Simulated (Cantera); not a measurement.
A Cantera script and its output.

```python
import numpy as np
import cantera as ct

gas = ct.Solution("gri30.yaml")
gas.TPX = 1100, 2666, {'H2': 0.044, 'O2': 1}
reactor = ct.IdealGasConstPressureReactor(gas, energy="off", clone=False)
net = ct.ReactorNet([reactor])
net.rtol, net.atol = 1e-08, 1e-18
show = ['H2', 'O2', 'H', 'H2O', 'HO2', 'O']
times = np.geomspace(0.0005, 100, 9)

steps = ct.SolutionArray(gas, extra=["t"])
rows = []
print(f"{'t/s':>10s}{'T/K':>9s}{'P/Pa':>11s}" + "".join(f"{s:>11s}" for s in show))
for t in times:
    while net.time < t:
        t_next = net.step()
        steps.append(gas.state, t=t_next)
    rows.append([np.interp(t, steps.t, y) for y in (steps.T, steps.P, *steps(*show).X.T)])
    print(f"{t:10.3e}{rows[-1][0]:9.1f}{rows[-1][1]:11.4g}" + "".join(f"{x:11.3e}" for x in rows[-1][2:]))
rate = np.gradient(steps.T, steps.t)
print("integrator steps:", len(steps.t))
if steps.T.max() > steps.T[0] + 200:
    print(f"time of steepest temperature rise: {steps.t[rate.argmax()]:.4e} s")
gas.TPX = 1100, 2666, {'H2': 0.044, 'O2': 1}
gas.equilibrate("TP")
print(f"equilibrium (TP): T = {gas.T:.1f} K  " + "  ".join(f"{s} {gas[s].X[0]:.3e}" for s in show))
```

It prints:

```
       t/s      T/K       P/Pa         H2         O2          H        H2O        HO2          O
 5.000e-04   1100.0       2666  4.215e-02  9.579e-01  2.328e-08  6.911e-08  5.484e-09  4.975e-08
 2.299e-03   1100.0       2666  1.226e-02  9.378e-01  8.170e-03  2.376e-02  9.724e-06  1.381e-02
 1.057e-02   1100.0       2666  2.927e-04  9.463e-01  1.530e-03  4.106e-02  6.689e-06  9.498e-03
 4.862e-02   1100.0       2666  2.866e-05  9.558e-01  4.721e-05  4.277e-02  2.399e-06  9.568e-04
 2.236e-01   1100.0       2666  1.634e-06  9.568e-01  7.196e-07  4.300e-02  3.625e-07  5.862e-05
 1.028e+00   1100.0       2666  1.306e-07  9.569e-01  1.832e-08  4.304e-02  4.416e-08  5.058e-06
 4.729e+00   1100.0       2666  1.652e-08  9.569e-01  8.898e-10  4.305e-02  7.034e-09  6.737e-07
 2.175e+01   1100.0       2666  2.794e-09  9.569e-01  6.430e-11  4.305e-02  2.338e-09  1.169e-07
 1.000e+02   1100.0       2666  6.187e-10  9.569e-01  6.826e-12  4.305e-02  2.677e-09  2.613e-08
integrator steps: 1921
equilibrium (TP): T = 1100.0 K  H2 3.575e-10  O2 9.569e-01  H 3.014e-12  H2O 4.305e-02  HO2 3.297e-09  O 1.505e-08
```

Cantera simulation using GRI-Mech 3.0 (53 species, 325 reactions); the numbers are that mechanism's predictions, not measurements. Radical loss at walls, strong at low pressure, is not modelled. The temperature is held fixed by assumption; the heat of reaction is taken as removed at once.
